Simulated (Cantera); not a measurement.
Stirred combustor or abatement burner

A perfectly stirred reactor is fed with 1.76 % C₃H₈, 19.6 % O₂, 73.7 % N₂, 4.94 % H₂, equivalence ratio 0.58, at 52000 Pa; it is adiabatic with a 325 K inlet, and is followed from long to short residence time, starting on the burning branch (τ in s: 0.088, 0.028, 0.0092, 0.003, 0.00095, 0.00031, 9.9e-05, 3.2e-05, 1e-05).

Model: GRI-Mech 3.0 (53 species, 325 reactions), integrated in Cantera. GRI-Mech 3.0 was tuned for natural gas; its chemistry of propane as a main component is partial and can be far from experiment.

| τ (s) | T (K) | x C₃H₈ | x O₂ | x NO₂ | x CH₂ | x OH |
|---|---|---|---|---|---|---|
| 0.088 | 1696 | 1.16e-6 | 0.0832 | 1.20e-8 | 3.27e-8 | 0.00175 |
| 0.028 | 1682 | 2.37e-6 | 0.0833 | 7.12e-9 | 8.39e-8 | 0.00243 |
| 0.0092 | 1657 | 4.69e-6 | 0.0836 | 4.51e-9 | 1.98e-7 | 0.00320 |
| 0.0030 | 1614 | 9.67e-6 | 0.0845 | 3.19e-9 | 4.40e-7 | 0.00392 |
| 0.00095 | 1542 | 2.33e-5 | 0.0869 | 2.12e-9 | 9.52e-7 | 0.00426 |
| 0.00031 | 1427 | 7.98e-5 | 0.0938 | 9.69e-10 | 2.27e-6 | 0.00368 |
| 9.9e-5 | 325 | 0.0176 | 0.196 | <1e-12 | <1e-12 | <1e-12 |
| 3.2e-5 | 325 | 0.0176 | 0.196 | <1e-12 | <1e-12 | <1e-12 |
| 1.0e-5 | 325 | 0.0176 | 0.196 | <1e-12 | <1e-12 | <1e-12 |
x: mole fraction; the columns are a selection and need not sum to one.
